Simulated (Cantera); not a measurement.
Cantera with NASA thermochemical tables; ideal gases at 1 bar, condensed phases pure. Values are per mole of reaction as written; species without (g) are pure solids or liquids, kept so even where they would boil at 1 bar.

2 NO(g) + NbO2(g) = 2 NO2(g) + Nb, with ΔH° = 85.8 kJ and ΔS° = -177.6 J/K at 300 K.

**Question.** How far is the shortcut ΔG° ≈ ΔH°(300 K) − T·ΔS°(300 K) from the full temperature-dependent value at 1875, 1925, 1975, 2025, 2075, 2125 K?

**Answer.** 
```json
[
 {"T (K)": "1875", "shortcut (kJ)": "418.9", "full (kJ)": "411.5", "difference (kJ)": "7.4", "difference in log10 K": "-0.21"},
 {"T (K)": "1925", "shortcut (kJ)": "427.8", "full (kJ)": "419.8", "difference (kJ)": "8.0", "difference in log10 K": "-0.22"},
 {"T (K)": "1975", "shortcut (kJ)": "436.7", "full (kJ)": "428.0", "difference (kJ)": "8.7", "difference in log10 K": "-0.23"},
 {"T (K)": "2025", "shortcut (kJ)": "445.6", "full (kJ)": "436.2", "difference (kJ)": "9.3", "difference in log10 K": "-0.24"},
 {"T (K)": "2075", "shortcut (kJ)": "454.4", "full (kJ)": "444.4", "difference (kJ)": "10.0", "difference in log10 K": "-0.25"},
 {"T (K)": "2125", "shortcut (kJ)": "463.3", "full (kJ)": "452.6", "difference (kJ)": "10.7", "difference in log10 K": "-0.26"}
]
```
The shortcut ignores the heat-capacity change of the reaction.
